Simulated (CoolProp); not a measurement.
Computed with CoolProp (reference Helmholtz-energy equation of state, Smukala 2000).

### Question
For ethylene, give the phase and the cv (kJ/(kg K)), Joule-Thomson coefficient (K/MPa), expansivity (1/kK), fugacity coefficient at 290.7 K and 1.32 MPa.

### Answer
- 290.7 K and 1.32 MPa: gas; cv 1.25, Joule-Thomson coefficient 11.3, expansivity 4.53, fugacity coefficient 0.920
